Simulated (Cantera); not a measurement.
Input: 1 mol n-butane, 3.4 mol H2O, 0.71 mol N2, equilibrated at 525 K.

These are equilibrium values from Cantera (NASA tables, ideal gas, pure condensed phases), not measurements of a reactor. Candidate condensed phases: C, C6H6, C7H8, C8H18, H2O; 136 gas species. The ideal-gas law is rough above about 30 bar. Equilibrium is a limit: real reactors are often held back by kinetics, nucleation or transport.

Q: Which condensed phases are stable at each of these points (P (Pa)): 10, 46, 220, 1000, 4600, 22000, 100000, 460000, 2200000, 10000000?

A: 
```json
[
 {"P (Pa)": "10", "condensed phases": "C(graphite)", "C condensed (%)": "70.4"},
 {"P (Pa)": "46", "condensed phases": "C(graphite)", "C condensed (%)": "63.3"},
 {"P (Pa)": "220", "condensed phases": "C(graphite)", "C condensed (%)": "49.0"},
 {"P (Pa)": "1000", "condensed phases": "C(graphite)", "C condensed (%)": "37.5"},
 {"P (Pa)": "4600", "condensed phases": "C(graphite)", "C condensed (%)": "30.7"},
 {"P (Pa)": "22000", "condensed phases": "C(graphite)", "C condensed (%)": "27.2"},
 {"P (Pa)": "100000", "condensed phases": "C(graphite)", "C condensed (%)": "25.6"},
 {"P (Pa)": "460000", "condensed phases": "C(graphite)", "C condensed (%)": "24.8"},
 {"P (Pa)": "2200000", "condensed phases": "C(graphite)", "C condensed (%)": "24.5"},
 {"P (Pa)": "10000000", "condensed phases": "C(graphite) + H2O(l)", "C condensed (%)": "32.1"}
]
```

From 10.0 Pa to 22.0 bar the condensed part is C(graphite). At 100 bar the condensed part is C(graphite) + H2O(l).
